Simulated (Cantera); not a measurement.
Input (Python, Cantera) and output of one run.

```python
import numpy as np
import cantera as ct

gas_names = """
    CL CL2 H HCL H2 N NH NH2 NH3 N2 N2H2 N2H4 Si SiCL SiCL2 SiCL3 SiCL4 SiH SiHCL3 SiH2 SiH2CL2 SiH3
    SiH3CL SiH4 SiN Si2 Si2N Si3
""".split()
cond_names = """
    NH4CL(a) NH4CL(b) Si(cr) Si(L) Si3N4(a)
""".split()


# ... load() reads the species with a 1 bar reference pressure and builds the phases ...
atoms = {
    'SiHCl3': {'Si': 1, 'H': 1, 'CL': 3},
    'Cl2': {'CL': 2},
    'N2': {'N': 2},
}
top_T = {'Si3N4(a)': 2400}  # K; cautious upper limits of use, not melting points


# ... equilibrate(T, P, feed) seeds the gas with the atoms and calls Mixture.equilibrate('TP', solver="vcs", rtol=1e-11, max_steps=5000) ...
results = []
feed = {'SiHCl3': 1, 'Cl2': 0.0057, 'N2': 39}  # mol
P = 101325  # Pa
for T in [875, 975, 1075, 1175, 1275, 1375, 1475, 1575]:
    mix = equilibrate(T, P, feed)
    results.append((T, P, feed, dict(zip(mix.species_names, mix.species_moles))))
    x = sorted(zip(gas.X, gas.species_names), reverse=True)
    print(f"T = {T:g} K  P = {P:g} Pa  gas = {mix.phase_moles(0):.4g} mol")
    print("   x: " + "  ".join(f"{s} {v:.3e}" for v, s in x if v > 1e-06))
    print("   condensed (mol): " + ("  ".join(f"{mix.phase(i).name} {mix.phase_moles(i):.4g}"
          for i in range(1, mix.n_phases) if mix.phase_moles(i) > 1e-12) or "none"))
```

Result:

```
T = 875 K  P = 101325 Pa  gas = 40.15 mol
   x: N2 9.638e-01  HCL 1.988e-02  SiCL4 1.377e-02  H2 2.508e-03  SiHCL3 3.802e-06
   condensed (mol): Si3N4(a) 0.1489
T = 975 K  P = 101325 Pa  gas = 40.16 mol
   x: N2 9.636e-01  HCL 2.062e-02  SiCL4 1.358e-02  H2 2.137e-03  SiHCL3 8.048e-06  SiCL3 2.164e-06
   condensed (mol): Si3N4(a) 0.1514
T = 1075 K  P = 101325 Pa  gas = 40.16 mol
   x: N2 9.635e-01  HCL 2.115e-02  SiCL4 1.344e-02  H2 1.869e-03  SiHCL3 1.476e-05  SiCL3 1.445e-05
   condensed (mol): Si3N4(a) 0.1531
T = 1175 K  P = 101325 Pa  gas = 40.16 mol
   x: N2 9.634e-01  HCL 2.153e-02  SiCL4 1.329e-02  H2 1.670e-03  SiCL3 6.939e-05  SiHCL3 2.431e-05  SiCL2 3.541e-06
   condensed (mol): Si3N4(a) 0.1541
T = 1275 K  P = 101325 Pa  gas = 40.17 mol
   x: N2 9.633e-01  HCL 2.182e-02  SiCL4 1.305e-02  H2 1.522e-03  SiCL3 2.575e-04  SiHCL3 3.675e-05  SiCL2 3.305e-05
   condensed (mol): Si3N4(a) 0.1542
T = 1375 K  P = 101325 Pa  gas = 40.18 mol
   x: N2 9.630e-01  HCL 2.200e-02  SiCL4 1.251e-02  H2 1.418e-03  SiCL3 7.704e-04  SiCL2 2.180e-04  SiHCL3 5.145e-05  CL 1.647e-06
   condensed (mol): Si3N4(a) 0.1518
T = 1475 K  P = 101325 Pa  gas = 40.23 mol
   x: N2 9.624e-01  HCL 2.205e-02  SiCL4 1.121e-02  SiCL3 1.874e-03  H2 1.371e-03  SiCL2 1.065e-03  SiHCL3 6.597e-05  CL 6.217e-06
   condensed (mol): Si3N4(a) 0.1427
T = 1575 K  P = 101325 Pa  gas = 40.35 mol
   x: N2 9.607e-01  HCL 2.186e-02  SiCL4 8.534e-03  SiCL2 3.869e-03  SiCL3 3.552e-03  H2 1.424e-03  SiHCL3 7.416e-05  CL 1.900e-05  H 1.558e-06
   condensed (mol): Si3N4(a) 0.1177
```

Equilibrium computed with Cantera from the NASA thermochemical tables; the gas is ideal and each condensed phase is pure. N2 is the only nitrogen source here; it is nearly inert below about 1500 K, so the nitride shown seldom forms there in practice. The tables' values for SiCl3 are old estimates; treat these amounts as uncertain.
